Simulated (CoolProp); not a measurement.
Vapour-liquid equilibrium of propylene (1) + R115 (2) at 297.5 K; x and y are mole fractions of (1).

Computed with CoolProp (multi-fluid Helmholtz-energy mixture model, Lemmon 2013 and Lemmon 2016; pair parameters Bell 2016).

```
x      bubble pressure (MPa)  y at the bubble point  dew pressure at overall composition x (MPa)  liquid density (mol/L)
-----  ---------------------  ---------------------  -------------------------------------------  ----------------------
0.05                  0.9368                  0.087                                       0.9158                   8.446
0.125                  1.004                  0.198                                       0.9593                   8.603
0.2                    1.064                  0.292                                        1.005                   8.770
0.275                  1.114                  0.372                                        1.052                   8.951
0.35                   1.156                  0.442                                        1.100                   9.148
0.425                  1.190                  0.503                                        1.147                   9.366
0.5                    1.215                  0.559                                        1.188                   9.607
0.575                  1.232                  0.612                                        1.221                   9.875
0.65                   1.242                  0.663                                        1.240                   10.17
0.725                  1.242                  0.717                                        1.242                   10.51
0.8                    1.234                  0.775                                        1.227                   10.88
0.875                  1.212                  0.843                                        1.199                   11.28
0.95                   1.174                  0.928                                        1.163                   11.73
```

y crosses x between x = 0.65 and 0.725: the model has an azeotrope there.

The pair parameters rest on a limited set of measurements; away from them the model extrapolates.
